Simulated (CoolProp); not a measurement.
Properties of oxygen along the isotherm 88.5 K.

Model: reference Helmholtz-energy equation of state, Schmidt 1985, in CoolProp.

```json
[
 {"p (MPa)": "0.18", "phase": "liquid", "speed of sound (m/s)": "918.7", "Joule-Thomson coefficient (K/MPa)": "-0.3183", "viscosity (µPa s)": "204"},
 {"p (MPa)": "0.36", "phase": "liquid", "speed of sound (m/s)": "?", "Joule-Thomson coefficient (K/MPa)": "?", "viscosity (µPa s)": "204"},
 {"p (MPa)": "0.541", "phase": "liquid", "speed of sound (m/s)": "920.4", "Joule-Thomson coefficient (K/MPa)": "-0.3193", "viscosity (µPa s)": "205"},
 {"p (MPa)": "0.721", "phase": "liquid", "speed of sound (m/s)": "921.2", "Joule-Thomson coefficient (K/MPa)": "-0.3198", "viscosity (µPa s)": "205"},
 {"p (MPa)": "0.901", "phase": "liquid", "speed of sound (m/s)": "?", "Joule-Thomson coefficient (K/MPa)": "-0.3202", "viscosity (µPa s)": "205"},
 {"p (MPa)": "1.08", "phase": "liquid", "speed of sound (m/s)": "922.9", "Joule-Thomson coefficient (K/MPa)": "-0.3207", "viscosity (µPa s)": "206"},
 {"p (MPa)": "1.26", "phase": "liquid", "speed of sound (m/s)": "?", "Joule-Thomson coefficient (K/MPa)": "-0.3212", "viscosity (µPa s)": "206"},
 {"p (MPa)": "1.44", "phase": "liquid", "speed of sound (m/s)": "924.5", "Joule-Thomson coefficient (K/MPa)": "-0.3216", "viscosity (µPa s)": "206"},
 {"p (MPa)": "1.62", "phase": "liquid", "speed of sound (m/s)": "925.3", "Joule-Thomson coefficient (K/MPa)": "-0.3221", "viscosity (µPa s)": "207"},
 {"p (MPa)": "1.8", "phase": "liquid", "speed of sound (m/s)": "926.1", "Joule-Thomson coefficient (K/MPa)": "?", "viscosity (µPa s)": "207"},
 {"p (MPa)": "1.98", "phase": "liquid", "speed of sound (m/s)": "927.0", "Joule-Thomson coefficient (K/MPa)": "-0.3230", "viscosity (µPa s)": "208"},
 {"p (MPa)": "2.16", "phase": "liquid", "speed of sound (m/s)": "927.8", "Joule-Thomson coefficient (K/MPa)": "-0.3234", "viscosity (µPa s)": "208"},
 {"p (MPa)": "2.34", "phase": "liquid", "speed of sound (m/s)": "928.6", "Joule-Thomson coefficient (K/MPa)": "-0.3239", "viscosity (µPa s)": "208"},
 {"p (MPa)": "2.52", "phase": "liquid", "speed of sound (m/s)": "929.4", "Joule-Thomson coefficient (K/MPa)": "?", "viscosity (µPa s)": "209"}
]
```

**Question.** Fill in the missing entries.

**Answer.** 
- 0.36, speed of sound (m/s): 919.5
- 0.36, Joule-Thomson coefficient (K/MPa): -0.3188
- 0.901, speed of sound (m/s): 922.0
- 1.26, speed of sound (m/s): 923.7
- 1.8, Joule-Thomson coefficient (K/MPa): -0.3225
- 2.52, Joule-Thomson coefficient (K/MPa): -0.3243

Viscosity comes from a separate model (Lemmon 2004).
